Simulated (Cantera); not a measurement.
# Thermodynamics of chemical vapour transport, feed MgO + HCl + O2

Feed: 1 mol MgO, 0.13 mol HCl, 1.8 mol O2, equilibrated at 875 K and 1 atm.

Method: chemical equilibrium by Gibbs-energy minimisation in Cantera with the NASA 1993 tables (ideal gas, pure condensed phases). Candidate condensed phases: H2O, Mg, MgCl2, MgO, Mg(OH)2; 22 gas species. Condensed phases not in the tables: MgOHCl. Kinetics and transport are ignored.

| Item | Value |
|---|---|
| x(O2) | 0.932 |
| x(HCl) | 0.0235 |
| x(H2O) | 0.0223 |
| x(Cl2) | 0.0223 |
| x(Cl) | 6.84e-6 |
| x(HOCl) | 2.82e-6 |
| n(MgO(s)) | 1.00 mol |
| gas amount | 1.909 mol |
| log10 activity of Mg(s) (absent) | -30.26 |
